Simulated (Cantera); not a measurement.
Input: 1 mol SiH2Cl2, 11 mol N2O, 0.16 mol H2, held at 6.90 mbar.

Method: chemical equilibrium by Gibbs-energy minimisation in Cantera with the NASA 1993 tables (ideal gas, pure condensed phases). Candidate condensed phases: H2O, NH4Cl, Si, SiO2, Si2N2O, Si3N4; 47 gas species. The tables hold silica as quartz up to 1696 K and as liquid above; real silica turns to tridymite and cristobalite and melts near 1996 K. Equilibrium is a limit: real reactors are often held back by kinetics, nucleation or transport.

Question: At 1623 K, list the 4 most abundant gas species with their mole fractions, and the condensed phases.

Answer: N2 0.621, O2 0.242, HCl 0.0863, Cl 0.0261. Condensed: SiO2(β-quartz).
